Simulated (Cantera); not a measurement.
A Cantera script and what it prints.

```python
import numpy as np
import cantera as ct

gas_names = """
    C CH CH2 CH3 CH2OH CH3O CH4 CH3OH CO CO2 COOH C2 C2H CHCO,ketyl C2H2,acetylene C2H2,vinylidene
    CH2CO,ketene C2H3,vinyl CH3CO,acetyl C2H4 C2H4O,ethylen CH3CHO,ethanal CH3COOH (HCOOH)2 C2H5 C2H6
    CH3OCH3 C2H5OH C2O C3 C3H3,propargyl C3H4,allene C3H4,propyne C3H4,cyclo- C3H5,allyl C3H6,propylene
    C3H6,cyclo- C3H6O C3H7,n-propyl C3H7,i-propyl C3H8 C3H8O,1propanol C3H8O,2propanol C3O2 C4 C4H2
    C4H4,1,3-cyclo- C4H6,butadiene C4H6,2-butyne C4H6,cyclo- C4H8,1-butene C4H8,cis2-buten
    C4H8,tr2-butene C4H8,isobutene C4H8,cyclo- (CH3COOH)2 C4H9,n-butyl C4H9,i-butyl C4H9,s-butyl
    C4H9,t-butyl C4H10,isobutane C4H10,n-butane C5 C5H6,1,3cyclo- C5H8,cyclo- C5H10,1-pentene
    C5H10,cyclo- C5H11,pentyl C5H11,t-pentyl C5H12,n-pentane C5H12,i-pentane CH3C(CH3)2CH3 C6H2
    C6H5,phenyl C6H5O,phenoxy C6H6 C6H5OH,phenol C6H10,cyclo- C6H12,1-hexene C6H12,cyclo- C6H13,n-hexyl
    C7H7,benzyl C7H8 C7H8O,cresol C7H14,1-heptene C7H15,n-heptyl C7H16,n-heptane C8H8,styrene
    C8H10,ethylbenz C8H16,1-octene C8H17,n-octyl C8H18,isooctane C8H18,n-octane C9H19,n-nonyl
    C10H8,naphthale C10H21,n-decyl C12H9,o-bipheny C12H10,bipheny H HCO HO2 H2 HCHO,formaldehy HCOOH H2O
    H2O2 O OH O2 O3
""".split()
cond_names = """
    C(gr) C6H6(L) C7H8(L) C8H18(L),n-octa H2O(s) H2O(L)
""".split()


def load(file, names, dense=False):
    # The tables refer to 1 bar. Condensed volumes are neglected.
    table = {s.name: s for s in ct.Species.list_from_file(file)}
    out = []
    for n in names:
        d = dict(table[n].input_data)
        d["thermo"] = dict(d["thermo"], **{"reference-pressure": 1e5})
        if dense:
            d["equation-of-state"] = {"model": "constant-volume", "density": "1e6 g/cm^3"}
        out.append(ct.Species.from_dict(d))
    return out


gas = ct.Solution(thermo="ideal-gas", species=load("nasa_gas.yaml", gas_names))
cond = {s.name: ct.Solution(thermo="fixed-stoichiometry", species=[s], name=s.name)
        for s in load("nasa_condensed.yaml", cond_names, dense=True)}
atoms = {
    'C2H2': {'C': 2, 'H': 2},
    'H2O': {'H': 2, 'O': 1},
}
top_T = {'C(gr)': 4500}  # K; cautious upper limits of use, not melting points


def equilibrate(T, P, feed):
    n = {}
    for name, mol in feed.items():
        for a, k in atoms[name].items():
            n[a] = n.get(a, 0.0) + k * mol
    gas.TPX = T, P, n
    mass = sum(n.values()) * gas.mean_molecular_weight
    gas.equilibrate("TP")
    valid = [c for c in cond.values() if c.min_temp <= T <= top_T.get(c.name, c.max_temp)]
    mix = ct.Mixture([(gas, mass / gas.mean_molecular_weight)] + [(c, 0.0) for c in valid])
    mix.T, mix.P = T, P
    mix.equilibrate("TP", solver="vcs", rtol=1e-11, max_steps=5000)
    return mix


results = []
T = 2375  # K
P = 40  # Pa
for m in [0.16, 0.22, 0.29, 0.39, 0.52, 0.7, 0.93, 1.2, 1.7, 2.2]:
    feed = {'C2H2': 1, 'H2O': m}  # mol
    mix = equilibrate(T, P, feed)
    results.append((T, P, feed, dict(zip(mix.species_names, mix.species_moles))))
    x = sorted(zip(gas.X, gas.species_names), reverse=True)
    print(f"T = {T:g} K  P = {P:g} Pa  n(H2O) = {m:g} mol  gas = {mix.phase_moles(0):.4g} mol")
    print("   x: " + "  ".join(f"{s} {v:.3e}" for v, s in x if v > 1e-06))
    print("   condensed (mol): " + ("  ".join(f"{mix.phase(i).name} {mix.phase_moles(i):.4g}"
          for i in range(1, mix.n_phases) if mix.phase_moles(i) > 1e-12) or "none"))
```

It prints:

```
T = 2375 K  P = 40 Pa  n(H2O) = 0.16 mol  gas = 1.722 mol
   x: H 4.664e-01  H2 4.375e-01  CO 9.290e-02  C2H2,acetylene 2.717e-03  C3 1.598e-04  C2H 1.572e-04  C 6.812e-05  C2 1.439e-05  C4H2 6.934e-06  CH 1.493e-06  C2H2,vinylidene 1.355e-06
   condensed (mol): C(gr) 1.829
T = 2375 K  P = 40 Pa  n(H2O) = 0.22 mol  gas = 1.868 mol
   x: H 4.578e-01  H2 4.214e-01  CO 1.178e-01  C2H2,acetylene 2.617e-03  C3 1.598e-04  C2H 1.543e-04  C 6.812e-05  C2 1.439e-05  C4H2 6.679e-06  CH 1.465e-06  C2H2,vinylidene 1.306e-06
   condensed (mol): C(gr) 1.769
T = 2375 K  P = 40 Pa  n(H2O) = 0.29 mol  gas = 2.038 mol
   x: H 4.491e-01  H2 4.057e-01  CO 1.423e-01  C2H2,acetylene 2.519e-03  C3 1.598e-04  C2H 1.514e-04  C 6.812e-05  C2 1.439e-05  C4H2 6.429e-06  CH 1.437e-06  C2H2,vinylidene 1.257e-06
   condensed (mol): C(gr) 1.698
T = 2375 K  P = 40 Pa  n(H2O) = 0.39 mol  gas = 2.281 mol
   x: H 4.389e-01  H2 3.874e-01  CO 1.710e-01  C2H2,acetylene 2.405e-03  C3 1.598e-04  C2H 1.479e-04  C 6.812e-05  C2 1.439e-05  C4H2 6.139e-06  CH 1.405e-06  C2H2,vinylidene 1.200e-06
   condensed (mol): C(gr) 1.597
T = 2375 K  P = 40 Pa  n(H2O) = 0.52 mol  gas = 2.597 mol
   x: H 4.282e-01  H2 3.688e-01  CO 2.002e-01  C2H2,acetylene 2.290e-03  C3 1.598e-04  C2H 1.443e-04  C 6.812e-05  C2 1.439e-05  C4H2 5.845e-06  CH 1.371e-06  C2H2,vinylidene 1.143e-06
   condensed (mol): C(gr) 1.466
T = 2375 K  P = 40 Pa  n(H2O) = 0.7 mol  gas = 3.033 mol
   x: H 4.170e-01  H2 3.497e-01  CO 2.308e-01  C2H2,acetylene 2.171e-03  C3 1.598e-04  C2H 1.405e-04  C 6.812e-05  C2 1.439e-05  C4H2 5.541e-06  CH 1.335e-06  C2H2,vinylidene 1.083e-06
   condensed (mol): C(gr) 1.284
T = 2375 K  P = 40 Pa  n(H2O) = 0.93 mol  gas = 3.591 mol
   x: H 4.064e-01  H2 3.322e-01  CO 2.590e-01  C2H2,acetylene 2.063e-03  C3 1.598e-04  C2H 1.370e-04  C 6.812e-05  C2 1.439e-05  C4H2 5.264e-06  CH 1.301e-06  C2H2,vinylidene 1.029e-06
   condensed (mol): C(gr) 1.052
T = 2375 K  P = 40 Pa  n(H2O) = 1.2 mol  gas = 4.245 mol
   x: H 3.974e-01  H2 3.176e-01  CO 2.827e-01  C2H2,acetylene 1.972e-03  C3 1.598e-04  C2H 1.339e-04  C 6.812e-05  C2 1.439e-05  C4H2 5.032e-06  CH 1.272e-06
   condensed (mol): C(gr) 0.7796
T = 2375 K  P = 40 Pa  n(H2O) = 1.7 mol  gas = 5.455 mol
   x: H 3.862e-01  CO 3.116e-01  H2 2.999e-01  C2H2,acetylene 1.863e-03  C3 1.598e-04  C2H 1.301e-04  C 6.812e-05  C2 1.439e-05  C4H2 4.753e-06  CH 1.236e-06
   condensed (mol): C(gr) 0.275
T = 2375 K  P = 40 Pa  n(H2O) = 2.2 mol  gas = 6.458 mol
   x: H 3.770e-01  CO 3.062e-01  H2 2.859e-01  H2O 1.891e-02  OH 4.439e-03  O 3.939e-03  CO2 3.470e-03  O2 1.081e-04
   condensed (mol): none
```

These are equilibrium values from Cantera (NASA tables, ideal gas, pure condensed phases), not measurements of a reactor.
